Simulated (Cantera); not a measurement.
Adiabatic ignition

An adiabatic, constant-pressure homogeneous reactor starts with 8.64 % CH4, 19.2 % O2, 72.2 % N2, at 1200 K and 14300 Torr.

Model: GRI-Mech 3.0 (53 species, 325 reactions), integrated in Cantera. The pressure lies above the range GRI-Mech 3.0 was tuned for (to about 10 atm).

```csv
t (s),T (K),x CH4,x O2,x C2H6,x H2O2,x O,x H2O,x N2O
2.00e-6,1200,0.0864,0.192,1.03e-12,3.04e-10,6.78e-12,6.65e-10,<1e-12
4.73e-6,1200,0.0864,0.192,1.40e-11,1.61e-9,1.62e-11,3.92e-9,<1e-12
1.12e-5,1200,0.0864,0.192,2.03e-10,8.06e-9,4.08e-11,2.48e-8,<1e-12
2.64e-5,1200,0.0864,0.192,3.40e-9,3.51e-8,1.15e-10,1.74e-7,<1e-12
6.24e-5,1200,0.0864,0.192,7.59e-8,1.18e-7,3.88e-10,1.39e-6,4.32e-12
0.000147,1200,0.0863,0.192,1.66e-6,2.69e-7,1.15e-9,1.10e-5,2.14e-11
0.000348,1200,0.0863,0.192,1.29e-5,4.89e-7,1.81e-9,5.81e-5,8.97e-11
0.000823,1202,0.0860,0.191,6.28e-5,1.32e-6,3.49e-9,0.000275,3.92e-10
0.00194,1229,0.0819,0.188,0.000626,2.68e-5,5.10e-8,0.00439,4.19e-9
0.00459,2722,<1e-12,0.0198,<1e-12,1.08e-6,0.00129,0.161,2.22e-6
0.0109,2722,<1e-12,0.0198,<1e-12,1.08e-6,0.00129,0.161,2.22e-6
0.0257,2722,<1e-12,0.0198,<1e-12,1.08e-6,0.00129,0.161,2.22e-6
0.0606,2722,<1e-12,0.0198,<1e-12,1.08e-6,0.00129,0.161,2.22e-6
0.143,2722,<1e-12,0.0198,<1e-12,1.08e-6,0.00129,0.161,2.22e-6
0.339,2722,<1e-12,0.0198,<1e-12,1.08e-6,0.00129,0.161,2.22e-6
0.800,2722,<1e-12,0.0198,<1e-12,1.08e-6,0.00129,0.161,2.22e-6
```
x: mole fraction; the columns are a selection and need not sum to one.

```yaml
time_of_steepest_temperature_rise: 2.23 ms
temperature at 0.800 s: 2722 K
equilibrium_temperature: 2722 K
x(CH4) at 0.800 s: <1e-12 (gas-phase equilibrium <1e-12)
x(O2) at 0.800 s: 0.0198 (gas-phase equilibrium 0.0198)
x(C2H6) at 0.800 s: <1e-12 (gas-phase equilibrium <1e-12)
```
